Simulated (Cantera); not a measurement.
**SiCl₄ + H₂ + HCl (chlorosilane synthesis and conversion)**

Feed: 1 mol SiCl₄, 0.45 mol H₂, 5.9 mol HCl, equilibrated at 1.30 bar.

Cantera equilibrium calculation (NASA polynomials, part measured and part estimated; ideal gas, pure solids and liquids). Candidate condensed phases: Si; 19 gas species. The tables' values for SiCl₃ are old estimates; treat these amounts as uncertain. The numbers say what is thermodynamically allowed, not how fast it happens.

```json
[
 {"T (K)": "1100", "x HCl": "0.803", "x SiCl₄": "0.136", "x H₂": "0.0611", "x SiCl₃": "3.02e-5"},
 {"T (K)": "1150", "x HCl": "0.803", "x SiCl₄": "0.136", "x H₂": "0.0610", "x SiCl₃": "6.89e-5"},
 {"T (K)": "1200", "x HCl": "0.803", "x SiCl₄": "0.136", "x H₂": "0.0609", "x SiCl₃": "0.000146"},
 {"T (K)": "1250", "x HCl": "0.803", "x SiCl₄": "0.135", "x H₂": "0.0607", "x SiCl₃": "0.000292"},
 {"T (K)": "1300", "x HCl": "0.804", "x SiCl₄": "0.135", "x H₂": "0.0605", "x SiCl₃": "0.000550"},
 {"T (K)": "1350", "x HCl": "0.804", "x SiCl₄": "0.134", "x H₂": "0.0601", "x SiCl₃": "0.000985"},
 {"T (K)": "1400", "x HCl": "0.805", "x SiCl₄": "0.133", "x H₂": "0.0595", "x SiCl₃": "0.00168"},
 {"T (K)": "1450", "x HCl": "0.805", "x SiCl₄": "0.132", "x H₂": "0.0587", "x SiCl₃": "0.00274"},
 {"T (K)": "1500", "x HCl": "0.807", "x SiCl₄": "0.130", "x H₂": "0.0575", "x SiCl₃": "0.00429"},
 {"T (K)": "1550", "x HCl": "0.809", "x SiCl₄": "0.127", "x H₂": "0.0558", "x SiCl₃": "0.00641"},
 {"T (K)": "1600", "x HCl": "0.811", "x SiCl₄": "0.123", "x H₂": "0.0535", "x SiCl₃": "0.00916"},
 {"T (K)": "1650", "x HCl": "0.815", "x SiCl₄": "0.118", "x H₂": "0.0504", "x SiCl₃": "0.0125"}
]
```
x: gas mole fraction; nothing condenses.

From 1100 K to 1650 K nothing is condensed. The main Si-bearing gas is SiCl₄ throughout.
